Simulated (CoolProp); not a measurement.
Vapour-liquid equilibrium of methanol (1) + dimethyl carbonate (2) at 22.4 bar; x and y are mole fractions of (1).

Values from CoolProp's multi-fluid Helmholtz-energy mixture model, de Reuck 1993 and Zhou 2011; pair parameters Bell 2016.

Give the bubble temperature and the first vapour's composition at x = 0.35, 0.65, 0.95. Is there an azeotrope?

x = 0.35: 463.7 K, y = 0.571; x = 0.65: 450.8 K, y = 0.772; x = 0.95: 444.6 K, y = 0.960. No azeotrope shows between x = 0.05 and 0.95.

The pair parameters rest on a limited set of measurements; away from them the model extrapolates.
